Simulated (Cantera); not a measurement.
A closed system holds: 1 mol Pb, 6.5 mol H2, equilibrated at 0.100 bar.

These are equilibrium values from Cantera (NASA tables, ideal gas, pure condensed phases), not measurements of a reactor. Candidate condensed phases: Pb; 4 gas species. The numbers say what is thermodynamically allowed, not how fast it happens.

x: gas mole fraction; n: condensed amount in mol.

```
T (°C)   x H2        x Pb         x H       x Pb2  n Pb(s)  n Pb(l)
------  -----  ----------  ----------  ----------  -------  -------
177      1.00      <1e-12      <1e-12      <1e-12     1.00        0
277      1.00    1.53e-12      <1e-12      <1e-12     1.00        0
377      1.00    9.36e-10      <1e-12      <1e-12        0     1.00
477      1.00  (withheld)    1.00e-12      <1e-12        0    1.000
577     1.000     3.18e-6    6.48e-11      <1e-12        0    1.000
677     1.000  (withheld)  (withheld)  (withheld)        0    1.000
777     1.000    0.000465     2.56e-8     2.98e-9        0    0.997
877     0.997     0.00290     2.36e-7     6.33e-8        0    0.981
977     0.987      0.0134     1.52e-6     8.12e-7        0    0.912
```

Question: Some entries are withheld; supply them.

Answer: 
- 677, x Pb: 5.03e-5
- 677, x H: 1.76e-9
- 677, x Pb2: 7.20e-11
- 477, x Pb: 9.48e-8
